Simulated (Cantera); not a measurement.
Thermodynamics of boron, boron nitride and boron oxide, feed B2O3 + O2 + H2

Charge: 1 mol B2O3, 1.2 mol O2, a varied amount of H2, at 1173.15 K and 5.50 mbar.

Method: chemical equilibrium by Gibbs-energy minimisation in Cantera with the NASA 1993 tables (ideal gas, pure condensed phases). Candidate condensed phases: B, B2O3, B3O3H3, H2O; 23 gas species. Gases not in the tables: H3BO3. Equilibrium is a limit: real reactors are often held back by kinetics, nucleation or transport.

```json
[
 {"n(H2) (mol)": "2.3", "x H2O": "0.970", "x H2": "6.45e-7", "x O2": "0.0212", "x HBO2": "0.00747", "x (HBO2)3": "0.000918", "x OH": "1.33e-5", "n B2O3(l)": "0.988"},
 {"n(H2) (mol)": "2.8", "x H2O": "0.850", "x H2": "0.142", "x O2": "<1e-12", "x HBO2": "0.00699", "x (HBO2)3": "0.000752", "x OH": "2.48e-8", "n B2O3(l)": "0.987"},
 {"n(H2) (mol)": "3.5", "x H2O": "0.680", "x H2": "0.313", "x O2": "<1e-12", "x HBO2": "0.00625", "x (HBO2)3": "0.000538", "x OH": "1.34e-8", "n B2O3(l)": "0.986"},
 {"n(H2) (mol)": "4.3", "x H2O": "0.553", "x H2": "0.441", "x O2": "<1e-12", "x HBO2": "0.00564", "x (HBO2)3": "0.000395", "x OH": "9.17e-9", "n B2O3(l)": "0.985"},
 {"n(H2) (mol)": "5.3", "x H2O": "0.449", "x H2": "0.546", "x O2": "<1e-12", "x HBO2": "0.00508", "x (HBO2)3": "0.000289", "x OH": "6.68e-9", "n B2O3(l)": "0.984"},
 {"n(H2) (mol)": "6.5", "x H2O": "0.366", "x H2": "0.629", "x O2": "<1e-12", "x HBO2": "0.00458", "x (HBO2)3": "0.000212", "x OH": "5.07e-9", "n B2O3(l)": "0.983"},
 {"n(H2) (mol)": "8.1", "x H2O": "0.293", "x H2": "0.702", "x O2": "<1e-12", "x HBO2": "0.00411", "x (HBO2)3": "0.000153", "x OH": "3.85e-9", "n B2O3(l)": "0.981"},
 {"n(H2) (mol)": "10", "x H2O": "0.238", "x H2": "0.759", "x O2": "<1e-12", "x HBO2": "0.00369", "x (HBO2)3": "0.000111", "x OH": "3.00e-9", "n B2O3(l)": "0.980"},
 {"n(H2) (mol)": "12", "x H2O": "0.198", "x H2": "0.799", "x O2": "<1e-12", "x HBO2": "0.00337", "x (HBO2)3": "8.45e-5", "x OH": "2.43e-9", "n B2O3(l)": "0.978"},
 {"n(H2) (mol)": "15", "x H2O": "0.158", "x H2": "0.839", "x O2": "<1e-12", "x HBO2": "0.00301", "x (HBO2)3": "6.04e-5", "x OH": "1.90e-9", "n B2O3(l)": "0.976"},
 {"n(H2) (mol)": "19", "x H2O": "0.125", "x H2": "0.873", "x O2": "<1e-12", "x HBO2": "0.00268", "x (HBO2)3": "4.23e-5", "x OH": "1.47e-9", "n B2O3(l)": "0.973"},
 {"n(H2) (mol)": "23", "x H2O": "0.103", "x H2": "0.895", "x O2": "<1e-12", "x HBO2": "0.00243", "x (HBO2)3": "3.17e-5", "x OH": "1.20e-9", "n B2O3(l)": "0.971"},
 {"n(H2) (mol)": "29", "x H2O": "0.0816", "x H2": "0.916", "x O2": "<1e-12", "x HBO2": "0.00216", "x (HBO2)3": "2.24e-5", "x OH": "9.37e-10", "n B2O3(l)": "0.968"}
]
```
x: gas mole fraction; n: condensed amount in mol.

From 2.3 mol H2 to 29 mol H2 the condensed part is B2O3(l). The share of B in condensed phases is highest at 2.3 mol H2 (98.8 %) and lowest at 29 mol H2 (96.8 %).
